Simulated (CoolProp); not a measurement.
Vapour-liquid equilibrium of ethylene (1) + isobutane (2) at 188.4 K; x and y are mole fractions of (1).

The numbers come from the multi-fluid Helmholtz-energy mixture model, Smukala 2000 and Bücker 2006; pair parameters Bell 2016 in CoolProp.

```tsv
x	bubble pressure (MPa)	y at the bubble point	dew pressure at overall composition x (MPa)	liquid density (mol/L)
0.05	0.01256	0.882	0.001625	11.78
0.125	0.02987	0.954	0.001764	12.20
0.2	0.04813	0.974	0.001928	12.65
0.275	0.06729	0.983	0.002126	13.12
0.35	0.08727	0.988	0.002369	13.62
0.425	0.1080	0.991	0.002675	14.15
0.5	0.1292	0.994	0.003071	14.70
0.575	0.1508	0.995	0.003606	15.29
0.65	0.1726	0.997	0.004366	15.91
0.725	0.1945	0.998	0.005531	16.57
0.8	0.2163	0.998	0.007546	17.26
0.875	0.2380	0.999	0.01187	17.98
0.95	0.2597	1.000	0.02779	18.72
```

No azeotrope shows between x = 0.05 and 0.95.

Pair parameters are fitted to limited data, so mixtures are less certain than the pure fluids.
